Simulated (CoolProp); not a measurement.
A simple Rankine cycle with water: condensing at 330.15 K, boiler at 1.69 MPa, turbine inlet 479.1 K, turbine efficiency 0.9, pump efficiency 0.6, no recuperator. Each further row changes one setting.

Model: reference Helmholtz-energy equation of state, Wagner 2002, in CoolProp.

| case | thermal efficiency (%) | net work (kJ/kg) | heat in (kJ/kg) | turbine exit temperature (K) | volume ratio over the turbine |
|---|---|---|---|---|---|
| as stated | 24.7 | 633 | 2560 | 330.1 | 60.3 |
| turbine inlet 499.1 K | 24.8 | 649 | 2610 | 330.1 | 57.9 |
| condensing temperature 322.15 K | 26.0 | 674 | 2590 | 322.2 | 85.9 |
| boiler pressure 1.18 MPa | 23.1 | 597 | 2590 | 330.1 | 42.1 |
| turbine efficiency 0.8 | 22.0 | 562 | 2560 | 330.1 | 62.5 |

The expansion ends wet for: as stated; turbine inlet 499.1 K; condensing temperature 322.15 K; boiler pressure 1.18 MPa; turbine efficiency 0.8.
